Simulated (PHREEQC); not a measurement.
Brine: speciation

Dissolve 1.6 mol H2SO4 and 0.047 mol MgSO4 per kg of water at 20 °C. Closed to the air; pH follows from the charge balance.

Equilibrium calculation in PHREEQC: Pitzer model, pitzer.dat.

This is a speciation only: nothing precipitates in the calculation.

What pH, density does the model give?

pH -0.46; density 1.097 g/cm³.

In which forms is S present?

HSO4- 73 %, SO4-2 27 % of the S.

Species that the database lacks are ignored. In brines, pH and single-ion activities rest on the MacInnes convention.
